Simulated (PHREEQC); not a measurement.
Make-up at 25 °C: 17 mmol/kgw NaBF4. Closed to the air; pH follows from the charge balance.

Equilibrium calculation in PHREEQC: ion-association model, phreeqc.dat.

| quantity | before | after |
|---|---|---|
| pH | 2.90 | 3.03 |
| ionic strength (mol/kgw) | 0.0184 | 0.00439 |
| HF (mol/kgw) | 0.00426 | 0.00259 |
| F- (mol/kgw) | 0.00259 | 0.00198 |
| HF2- (mol/kgw) | 4.23e-5 | 1.97e-5 |

Name the change that produced these shifts.
(A) 0.0011 mol/kgw NaHCO3 added
(B) NaBF4 from 0.017 to 0.0034 mol/kgw
(C) 0.00099 mol/kgw Ca(HCO3)2 added
(D) NaBF4 from 0.017 to 0.0017 mol/kgw
(E) NaBF4 replaced by HF at the same molality

B, NaBF4 from 0.017 to 0.0034 mol/kgw

This is a speciation only: nothing precipitates in the calculation. Real BF4- forms and hydrolyses slowly; the run takes it at equilibrium.
